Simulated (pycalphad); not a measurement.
Source of the numbers: pycalphad with the COST 507 light-alloy database (1999); pressure 1 atm. No gas phase is included, though pure Mn would boil below 2350 K. These are 1990s assessments: newer ones move some temperatures and phases. Diffusion is slow at the low end, where real alloys seldom reach equilibrium.

Molar enthalpy of Mn-0.56Si (at.%) in equilibrium (SER reference):

```
T (K)  H (kJ/mol)  phases
-----  ----------  ------
2350       102.19  liquid
2250        97.40  liquid
2150        92.61  liquid
2050        87.82  liquid
1950        83.03  liquid
1850        78.24  liquid
1750        73.46  liquid
1650        68.67  liquid
1550        63.88  liquid
1450        46.48     bcc
1350        38.02    β-Mn
1250        34.03    β-Mn
1150        30.16    β-Mn
1050        26.40    β-Mn
950         20.50    α-Mn
850         16.85    α-Mn
750         13.36    α-Mn
650         10.02    α-Mn
550          6.83    α-Mn
```

Cooling from 1550 K to 1450 K, across the freezing range, releases 17.4 kJ/mol, or 318 J/g. The slope is 48 J/(mol K) in the liquid and 85 J/(mol K) just below the solidus, where it includes any heat of precipitation. Liquidus 1516 K, solidus 1515 K. Changes were sought between steps of 100 K, so a narrower field can be missed.
